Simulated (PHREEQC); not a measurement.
0.021 g of hydrous ferric oxide (600 m²/g; 0.2 weak and 0.005 strong sites per Fe, Dzombak-Morel constants, diffuse double layer) in 1 kg of water with 0.01 mol/kgw of an inert sodium salt and 8.3e-06 mol/kgw PbCl2, at 25 °C; the pH is set by adding NaOH or the inert anion's acid. Oxygen is held at 0.21 atm. CO2 from the air is kept out. Nothing may precipitate in this run.

Base run: PHREEQC, ion-association model, wateq4f.dat. Each further column changes one thing. The table gives surface charge σ (C/m²).

| pH | base | background salt from 0.01 to 0.001 mol/kgw | oxide from 0.021 to 0.11 g/kgw | 7.1e-05 mol/kgw SrCl2 added |
|---|---|---|---|---|
| 3 | 0.324 | 0.253 | 0.325 | 0.325 |
| 3.75 | 0.246 | 0.144 | 0.246 | 0.247 |
| 4.5 | 0.162 | 0.080 | 0.162 | 0.163 |
| 4.88 | 0.126 | 0.058 | 0.126 | 0.127 |
| 5.62 | 0.073 | 0.030 | 0.072 | 0.073 |
| 6.38 | 0.043 | 0.016 | 0.036 | 0.043 |
| 7.12 | 0.023 | 0.008 | 0.016 | 0.023 |
| 7.5 | 0.014 | 0.005 | 0.009 | 0.015 |
| 8.25 | 0.003 | 0.001 | -0.001 | 0.003 |
| 9 | -0.007 | -0.002 | -0.012 | -0.006 |

The oxide is taken as insoluble; below pH 4 it would dissolve.
